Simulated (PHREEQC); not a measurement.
A solution holds 0.011 mol MnSO4, 0.0079 mol MgSO4 and 0.04 mol H2SO4 per kg of water, at 25 °C. Closed to the air; pH follows from the charge balance.

The numbers come from PHREEQC with the ion-association model, phreeqc.dat.

**Question.** The ionic strength comes out as 0.102 mol/kgw. What activity coefficients do Mg+2, Mn+2, H+, SO4-2, HSO4- get?

**Answer.** Mg+2 0.40, Mn+2 0.40, H+ 0.82, SO4-2 0.37, HSO4- 0.78.

Precipitation was switched off in this run. Species that the database lacks are ignored.
